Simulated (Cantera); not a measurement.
A closed system holds: 1 mol Si, 0.44 mol CO₂, 6.6 mol H₂, at 1548 K and 0.133 bar.

These are equilibrium values from Cantera (NASA tables, ideal gas, pure condensed phases), not measurements of a reactor. Candidate condensed phases: C, C₆H₆, C₇H₈, C₈H₁₈, H₂O, Si, SiC, SiO₂; 123 gas species. Mutual solubility and eutectic melting of coexisting phases are not modelled. The tables hold silica as quartz up to 1696 K and as liquid above; real silica turns to tridymite and cristobalite and melts near 1996 K. Kinetics and transport are ignored.

Base state: H₂ 0.991, SiO 0.00906, CO 0.000291, H 8.39e-5 (mole fractions); condensed: Si(s) + SiC(s) + SiO₂(β-quartz).

Problem. What changes in the equilibrium state with this change: CO₂ from 0.44 to 0.018 mol?

Solution. 
```tsv
species	before	after
H₂	0.991	0.994
SiO	0.00906	0.00525
CO	0.000291	0.000169
H	8.39e-5	8.41e-5
Si(s), mol	0.0927	0.948
SiC(s), mol	0.438	0.0169
SiO₂(β-quartz), mol	0.409	0
```
